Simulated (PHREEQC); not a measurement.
Make-up at 25 °C: 0.6 mol/kgw HCl and 0.042 mol/kgw FeSO4. It is in equilibrium with CO2 at log p = -3.4 (atm). Otherwise closed; pH follows from the charge balance.

The numbers come from PHREEQC with the ion-association model, phreeqc.dat.

**Question.** The ionic strength comes out as 0.673 mol/kgw. What activity coefficients do FeCl+, Fe+2, FeHSO4+, HSO4-, SO4-2 get?

**Answer.** FeCl+ 0.75, Fe+2 0.23, FeHSO4+ 0.75, HSO4- 0.75, SO4-2 0.18.

Precipitation was switched off in this run.
